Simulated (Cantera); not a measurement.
A Cantera script and what it prints.

```python
import numpy as np
import cantera as ct

gas_names = """
    CL CL2 Fe FeCL FeCL2 FeCL3 Fe2CL4 Fe2CL6 N N2
""".split()
cond_names = """
    Fe(a) Fe(c) Fe(d) Fe(L) FeCL2(s) FeCL2(L) FeCL3(s) FeCL3(L)
""".split()


# ... load() reads the species with a 1 bar reference pressure and builds the phases ...
atoms = {
    'FeCl3': {'Fe': 1, 'CL': 3},
    'N2': {'N': 2},
}
top_T = {}  # K; cautious upper limits of use, not melting points


# ... equilibrate(T, P, feed) seeds the gas with the atoms and calls Mixture.equilibrate('TP', solver="vcs", rtol=1e-11, max_steps=5000) ...
results = []
feed = {'FeCl3': 1, 'N2': 33}  # mol
T = 825  # K
for P in [0.1, 0.72, 5.2, 37, 270, 1900, 14000, 100000]:
    mix = equilibrate(T, P, feed)
    results.append((T, P, feed, dict(zip(mix.species_names, mix.species_moles))))
    x = sorted(zip(gas.X, gas.species_names), reverse=True)
    print(f"T = {T:g} K  P = {P:g} Pa  gas = {mix.phase_moles(0):.4g} mol")
    print("   x: " + "  ".join(f"{s} {v:.3e}" for v, s in x if v > 0.001))
    print("   condensed (mol): " + ("  ".join(f"{mix.phase(i).name} {mix.phase_moles(i):.4g}"
          for i in range(1, mix.n_phases) if mix.phase_moles(i) > 1e-12) or "none"))
```

Output:

```
T = 825 K  P = 0.1 Pa  gas = 34.37 mol
   x: N2 9.601e-01  FeCL2 2.002e-02  CL2 9.219e-03  FeCL3 9.078e-03  CL 1.577e-03
   condensed (mol): none
T = 825 K  P = 0.72 Pa  gas = 34.25 mol
   x: N2 9.634e-01  FeCL3 1.495e-02  FeCL2 1.424e-02  CL2 6.866e-03
   condensed (mol): none
T = 825 K  P = 5.2 Pa  gas = 34.16 mol
   x: N2 9.662e-01  FeCL3 2.030e-02  FeCL2 8.972e-03  CL2 4.412e-03
   condensed (mol): none
T = 825 K  P = 37 Pa  gas = 34.09 mol
   x: N2 9.681e-01  FeCL3 2.409e-02  FeCL2 5.211e-03  CL2 2.588e-03
   condensed (mol): none
T = 825 K  P = 270 Pa  gas = 34.04 mol
   x: N2 9.693e-01  FeCL3 2.627e-02  FeCL2 2.838e-03  CL2 1.423e-03
   condensed (mol): none
T = 825 K  P = 1900 Pa  gas = 34 mol
   x: N2 9.707e-01  FeCL3 2.620e-02  FeCL2 1.468e-03
   condensed (mol): none
T = 825 K  P = 14000 Pa  gas = 33.88 mol
   x: N2 9.742e-01  FeCL3 2.084e-02  Fe2CL6 3.998e-03
   condensed (mol): none
T = 825 K  P = 100000 Pa  gas = 33.7 mol
   x: N2 9.791e-01  FeCL3 1.163e-02  Fe2CL6 8.892e-03
   condensed (mol): none
```

Method: chemical equilibrium by Gibbs-energy minimisation in Cantera with the NASA 1993 tables (ideal gas, pure condensed phases).
